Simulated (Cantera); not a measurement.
## Thermodynamics of titanium nitride, carbide and oxide coatings, feed Ti(OiPr)₄ + H₂

Input: 1 mol Ti(OiPr)₄, 2.9 mol H₂, at 13300 Pa.

Equilibrium computed with Cantera from the NASA thermochemical tables; the gas is ideal and each condensed phase is pure. Candidate condensed phases: C, C₆H₆, C₇H₈, C₈H₁₈, H₂O, Ti, TiC, TiO, TiO₂, Ti₂O₃, Ti₃O₅, Ti₄O₇; 113 gas species. The feed counts by its element totals alone. TiC: taken at fixed stoichiometry. Condensed phases not in the tables: Magnéli phases beyond Ti₄O₇. Equilibrium is a limit: real reactors are often held back by kinetics, nucleation or transport.

At 877 °C the condensed part is C(graphite) + TiO₂(rutile). At 952 °C the condensed part is C(graphite) + Ti₄O₇(s). At 1027 °C the condensed part is C(graphite) + Ti₃O₅(s). From 1102 °C to 1477 °C the condensed part is C(graphite) + TiC(s).

| T (°C) | x H₂ | x CO | x CH₄ | x H₂O | n C(graphite) | n TiO₂(rutile) | n Ti₄O₇(s) | n Ti₃O₅(s) | n TiC(s) |
|---|---|---|---|---|---|---|---|---|---|
| 877 | 0.891 | 0.105 | 0.00248 | 0.000588 | 9.97 | 1.00 | 0 | 0 | 0 |
| 952 | 0.881 | 0.117 | 0.00136 | 0.000271 | 9.73 | 0 | 0.250 | 0 | 0 |
| 1027 | 0.878 | 0.121 | 0.000808 | 0.000129 | 9.65 | 0 | 0 | 0.333 | 0 |
| 1102 | 0.808 | 0.191 | 0.000433 | 9.49e-5 | 6.99 | 0 | 0 | 0 | 1.00 |
| 1177 | 0.808 | 0.191 | 0.000288 | 5.15e-5 | 7.00 | 0 | 0 | 0 | 1.00 |
| 1252 | 0.808 | 0.191 | 0.000199 | 2.97e-5 | 7.00 | 0 | 0 | 0 | 1.00 |
| 1327 | 0.808 | 0.191 | 0.000142 | 1.80e-5 | 7.00 | 0 | 0 | 0 | 1.00 |
| 1402 | 0.808 | 0.191 | 0.000105 | 1.15e-5 | 7.00 | 0 | 0 | 0 | 1.00 |
| 1477 | 0.808 | 0.191 | 7.95e-5 | 7.59e-6 | 6.99 | 0 | 0 | 0 | 1.00 |
x: gas mole fraction; n: condensed amount in mol.
